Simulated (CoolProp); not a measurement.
The fluid at 359.79 K and 0.122 MPa is throttled through a valve to 0.04 MPa with no heat exchange. The same conditions are run with several fluids, on thermodynamics alone (safety and materials aside).

Computed with CoolProp (reference Helmholtz-energy equation of state of each fluid (c-C4F8 (RC318): Platzer 1990; R13: Platzer 1990; R245fa: Akasaka 2015; trans-2-butene: Lemmon 2005; R114: Platzer 1990)). The equations of Platzer and Polt are older, rougher fits.

Problem. Rank c-C4F8 (RC318), R13, R245fa, trans-2-butene, R114 by temperature change (K), highest first.

Solution. R13 (-0.6), c-C4F8 (RC318) (-0.7), R114 (-1.0), R245fa (-1.2), trans-2-butene (-1.3)

```tsv
fluid	final density (kg/m³)
c-C4F8 (RC318)	2.70
R13	1.40
R245fa	1.81
trans-2-butene	0.758
R114	2.31
```
